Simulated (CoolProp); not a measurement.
Values from CoolProp's reference Helmholtz-energy equation of state, Tillner-Roth 1997.

For CH2F2 (R32), give the phase and the Joule-Thomson coefficient (K/MPa), conductivity (mW/(m K)) at 435 K and 0.183 MPa; 435 K and 0.771 MPa.


- 435 K and 0.183 MPa: gas; Joule-Thomson coefficient 7.77, conductivity 26.8
- 435 K and 0.771 MPa: gas; Joule-Thomson coefficient 7.70, conductivity 27.6

Thermal conductivity comes from a separate model (Huber 2003), an estimate that may be off by 10 % or more.
